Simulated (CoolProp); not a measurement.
Model: reference Helmholtz-energy equation of state, Guder 2009, in CoolProp.

Question: For sulfur hexafluoride, give the phase and the Joule-Thomson coefficient (K/MPa), viscosity (µPa s), conductivity (mW/(m K)) at 567.9 K and 2.35 MPa; 567.9 K and 11.7 MPa.

Answer: 
- 567.9 K and 2.35 MPa: gas; Joule-Thomson coefficient 1.74, viscosity 27.2, conductivity 34.9
- 567.9 K and 11.7 MPa: supercritical; Joule-Thomson coefficient 1.29, viscosity 34.1, conductivity 43.4

Viscosity comes from a separate model (Quiñones-Cisneros 2012). Thermal conductivity comes from a separate model (Assael 2012).
